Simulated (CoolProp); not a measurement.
Vapour-liquid equilibrium of R13 (1) + isobutane (2) at 241.7 K; x and y are mole fractions of (1).

Computed with CoolProp (multi-fluid Helmholtz-energy mixture model, Platzer 1990 and Bücker 2006; pair parameters Bell 2016). This equation is an older, rougher fit; its heat capacities, sound speeds and derivatives of the liquid may be far off and weren't checked against measurements.

```
x     bubble pressure (kPa)  y at the bubble point  dew pressure at overall composition x (kPa)  liquid density (mol/L)
----  ---------------------  ---------------------  -------------------------------------------  ----------------------
0.05                  107.4                  0.602                                        45.85                   10.68
0.2                   266.0                  0.852                                        54.34                   10.98
0.35                  386.2                  0.907                                        66.64                   11.27
0.5                   482.5                  0.934                                        86.08                   11.56
0.65                  569.0                  0.954                                        121.4                   11.85
0.8                   658.3                  0.972                                        204.5                   12.14
0.95                  762.6                  0.992                                        551.5                   12.41
```

No azeotrope shows between x = 0.05 and 0.95.

The pair parameters rest on a limited set of measurements; away from them the model extrapolates.
